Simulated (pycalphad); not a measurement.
An equivalent pycalphad script:

```python
from pycalphad import Database, equilibrium, calculate, variables as v
import numpy as np
db = Database('COST507.tdb')
comps = ['MN', 'SI', 'VA']
phases = ['BCC_A2', 'CBCC_A12', 'CUB_A13', 'DIAMOND_A4', 'FCC_A1', 'LIQUID', 'MN11SI19', 'MN3SI', 'MN5SI3', 'MN6SI', 'MN9SI2', 'MNSI']
eq = equilibrium(db, comps, phases, {v.X('SI'): 0.0052, v.T: np.arange(2350, 499, -100), v.P: 101325, v.N: 1}, output=['HM', 'SM'])
```

All values are pycalphad results on the COST 507 light-alloy database (1999) (1 atm), not direct measurements. No gas phase is included, though pure Mn would boil below 2350 K. The data set is of 1999 and partly superseded. Amounts are mole fractions of atoms. Diffusion is slow at the low end, where real alloys seldom reach equilibrium.

Results at three of the temperatures:

```
T = 1350.00 K, P = 101325 Pa, N = 1 mol of atoms
G = -75518 J/mol, H = 38052 J/mol, S = 84.13 J/(mol K)  (SER reference)
chemical potentials (J/mol): Mn -74930, Si -187990
phase             fraction      x(Mn)      x(Si)
CUB_A13             1.0000     0.9948     0.0052
```

```
T = 750.00 K, P = 101325 Pa, N = 1 mol of atoms
G = -31624 J/mol, H = 13387 J/mol, S = 60.02 J/(mol K)  (SER reference)
chemical potentials (J/mol): Mn -31117, Si -128582
phase             fraction      x(Mn)      x(Si)
CBCC_A12            1.0000     0.9948     0.0052
```

```
T = 650.00 K, P = 101325 Pa, N = 1 mol of atoms
G = -25857 J/mol, H = 10046 J/mol, S = 55.24 J/(mol K)  (SER reference)
chemical potentials (J/mol): Mn -25364, Si -120226
phase             fraction      x(Mn)      x(Si)
CBCC_A12            1.0000     0.9948     0.0052
```

Changes of the phase set, refined by bisection:

```tsv
T (K)	phases above	phases below
1516.6	liquid	bcc + liquid
1514.9	bcc + liquid	bcc
1414.8	bcc	bcc + fcc
1414.6	bcc + fcc	fcc
1373.9	fcc	β-Mn + fcc
1370.2	β-Mn + fcc	β-Mn
974.2	β-Mn	α-Mn + β-Mn
971.8	α-Mn + β-Mn	α-Mn
```

CBCC_A12 is α-Mn; CUB_A13 is β-Mn.
